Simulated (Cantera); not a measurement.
Si₃H₈ + HCl + N₂ (silicon epitaxy and polysilicon growth)

A closed system holds: 1 mol Si₃H₈, 0.41 mol HCl, 96 mol N₂, at 1077 °C and 65.0 mbar.

Method: chemical equilibrium by Gibbs-energy minimisation in Cantera with the NASA 1993 tables (ideal gas, pure condensed phases). Candidate condensed phases: NH₄Cl, Si, Si₃N₄; 28 gas species. The feed counts by its element totals alone. N₂ is the only nitrogen source here; it is nearly inert below about 1500 K, so the nitride shown seldom forms there in practice. Kinetics and transport are ignored.

| Property | Value |
|---|---|
| x(N₂) | 0.955 |
| x(H₂) | 0.0406 |
| x(HCl) | 0.00416 |
| x(H) | 1.88e-6 |
| x(SiCl₂) | 1.12e-6 |
| n(Si₃N₄(s)) | 1.000 mol |
| gas amount | 98.41 mol |
| log10 activity of Si(s) (absent) | -3.03 |
